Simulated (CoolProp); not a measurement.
Propylene at 298.15 K and 14.1 MPa is throttled through a valve to 7.36 MPa with no heat exchange. Each further row changes one setting.

Values from CoolProp's reference Helmholtz-energy equation of state, Lemmon 2013.

```
case                      temperature change (K)  final density (kg/m³)
------------------------  ----------------------  ---------------------
as stated                                   +1.2                    523
outlet pressure 2.21 MPa                    +1.4                    507
outlet pressure 9.57 MPa                    +0.9                    528
```
